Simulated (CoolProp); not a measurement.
A single-stage vapour-compression cycle with R507A: evaporating at 214.15 K (dew point), condensing at 282.15 K (bubble point), superheat 5 K, subcooling 8 K, compressor efficiency 0.65, no pressure losses. Each further row changes one setting.

Values from CoolProp's reference Helmholtz-energy equation of state, Lemmon 2003. It is a pseudo-pure fit of the blend.

```json
[
 {"case": "as stated", "cooling COP": "1.54", "pressure ratio": "15.2", "discharge temperature (K)": "332.2", "refrigerating effect (kJ/kg)": "131", "volumetric capacity (kJ/m³)": "394"},
 {"case": "evaporating temperature 219.15 K", "cooling COP": "1.75", "pressure ratio": "11.7", "discharge temperature (K)": "326.9", "refrigerating effect (kJ/kg)": "134", "volumetric capacity (kJ/m³)": "518"},
 {"case": "condensing temperature 277.15 K", "cooling COP": "1.73", "pressure ratio": "13.1", "discharge temperature (K)": "325.6", "refrigerating effect (kJ/kg)": "138", "volumetric capacity (kJ/m³)": "415"},
 {"case": "subcooling 13 K", "cooling COP": "1.62", "pressure ratio": "15.2", "discharge temperature (K)": "332.2", "refrigerating effect (kJ/kg)": "138", "volumetric capacity (kJ/m³)": "415"},
 {"case": "superheat 15 K", "cooling COP": "1.55", "pressure ratio": "15.2", "discharge temperature (K)": "343.9", "refrigerating effect (kJ/kg)": "138", "volumetric capacity (kJ/m³)": "397"},
 {"case": "compressor efficiency 0.55", "cooling COP": "1.31", "pressure ratio": "15.2", "discharge temperature (K)": "347.5", "refrigerating effect (kJ/kg)": "131", "volumetric capacity (kJ/m³)": "394"}
]
```
